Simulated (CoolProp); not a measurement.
The numbers come from the reference Helmholtz-energy equation of state, Schroeder 2014 in CoolProp.

**Question.** Give the vapour pressure (MPa), liquid density (kg/m³), vapour density (kg/m³), liquid viscosity (µPa s) of saturated ethanol at 59.25 °C.

**Answer.** 
```
T (°C)  p (MPa)  liquid density (kg/m³)  vapour density (kg/m³)  liquid viscosity (µPa s)
------  -------  ----------------------  ----------------------  ------------------------
59.25    0.0452                     755                   0.768                       591
```

Viscosity comes from a separate model (Kiselev 2005).
